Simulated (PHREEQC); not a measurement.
Make-up at 42 °C: 0.038 mol/kgw HF and 0.015 mol/kgw NaF. Closed to the air; pH follows from the charge balance.

Computed with PHREEQC (ion-association model, phreeqc.dat).

```
Item                      Result
----------------  --------------
pH                          2.87
ionic strength    0.0164 mol/kgw
total alkalinity    -38.0 meq/kg
```

| species | molality | activity | log γ |
|---|---|---|---|
| HF | 0.0344 | 0.0345 | 0.002 |
| Na+ | 0.0149 | 0.0131 | -0.056 |
| F- | 0.0143 | 0.0125 | -0.059 |
| HF2- | 0.00209 | 0.00183 | -0.057 |
| H+ | 0.00150 | 0.00134 | -0.049 |
| NaF | 9.39e-5 | 9.43e-5 | 0.002 |

No solid was allowed to form. Species that the database lacks are ignored. Away from 25 °C the constants follow the database's enthalpies or fits; those with neither stay at their 25 °C values.
